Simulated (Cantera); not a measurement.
Cantera run, input and output.

```python
import numpy as np
import cantera as ct

surf = ct.Interface("diamond.yaml", "diamond_100")
gas, bulk = surf.adjacent["gas"], surf.adjacent["diamond"]
k = surf.kinetics_species_index(bulk.species_names[0])
cover = ["c6HH", "c6H*", "c6*H", "c6**", "c6HM", "c6B"]

rows, drift = [], 0.0
print(f"{'T':>10s}{'um/h':>11s}" + "".join(f"{s:>11s}" for s in cover))
for v in [925, 1000, 1075, 1150, 1225, 1300, 1375]:
    T, P, xH, xCH3 = v, 5100, 0.015, 0.00016
    gas.TPX = T, P, {"H": xH, "CH3": xCH3, "CH4": 0.015, "H2": 1 - xH - xCH3 - 0.015}
    surf.TP = bulk.TP = T, P
    surf.coverages = "c6H*:0.1, c6HH:0.9"
    surf.advance_coverages(100.0)
    before = surf.coverages
    surf.advance_coverages(100.0)
    drift = max(drift, np.max(np.abs(surf.coverages - before) / (surf.coverages + 1e-9)))
    rate = surf.net_production_rates[k] * bulk.mean_molecular_weight / bulk.density * 3.6e9
    rows.append([rate, *surf[cover].coverages])
    print(f"{v:10.4g}{rate:11.4e}" + "".join(f"{x:11.3e}" for x in rows[-1][1:]))
```

It prints:

```
         T       um/h       c6HH       c6H*       c6*H       c6**       c6HM        c6B
       925 2.9333e+00  6.608e-01  1.225e-02  3.114e-01  5.421e-03  7.966e-03  7.960e-09
      1000 4.2528e+00  5.921e-01  1.833e-02  3.720e-01  9.711e-03  5.717e-03  1.154e-08
      1075 5.5090e+00  5.285e-01  2.539e-02  4.243e-01  1.585e-02  4.015e-03  1.495e-08
      1150 5.8206e+00  4.717e-01  3.313e-02  4.672e-01  2.398e-02  2.449e-03  1.579e-08
      1225 4.4584e+00  4.218e-01  4.123e-02  5.009e-01  3.411e-02  1.078e-03  1.210e-08
      1300 2.9418e+00  3.782e-01  4.936e-02  5.256e-01  4.603e-02  3.441e-04  7.983e-09
      1375 2.4007e+00  3.406e-01  5.728e-02  5.423e-01  5.942e-02  9.624e-05  6.515e-09
```

Computed with Cantera and the Harris–Goodwin 1993 mechanism for the reconstructed diamond (100) surface.
